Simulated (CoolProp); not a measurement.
Vapour-liquid equilibrium of toluene (1) + n-nonane (2) at 137.45 °C; x and y are mole fractions of (1).

Model: multi-fluid Helmholtz-energy mixture model, Lemmon 2006 and Lemmon 2006; pair parameters Bell 2016, in CoolProp.

```csv
x,bubble pressure (MPa),y at the bubble point,dew pressure at overall composition x (MPa),liquid density (mol/L)
0.05,0.07913,0.151,0.07296,4.945
0.125,0.09213,0.322,0.07743,5.106
0.2,0.1046,0.448,0.08246,5.278
0.275,0.1164,0.544,0.08816,5.461
0.35,0.1275,0.621,0.09465,5.656
0.425,…,0.684,0.1021,5.865
0.5,0.1479,0.737,0.1107,6.090
0.575,0.1573,0.783,0.1207,6.331
0.65,0.1662,…,0.1322,6.593
0.725,0.1748,0.864,0.1456,6.876
0.8,0.1832,…,0.1607,7.183
0.875,0.1915,0.938,0.1772,7.518
0.95,0.1997,0.975,0.1941,7.885
```

Task: Fill in the missing entries.

Result: 
- 0.425, bubble pressure (MPa): 0.1380
- 0.65, y at the bubble point: 0.825
- 0.8, y at the bubble point: 0.902

No azeotrope shows between x = 0.05 and 0.95.

The pair parameters rest on a limited set of measurements; away from them the model extrapolates.
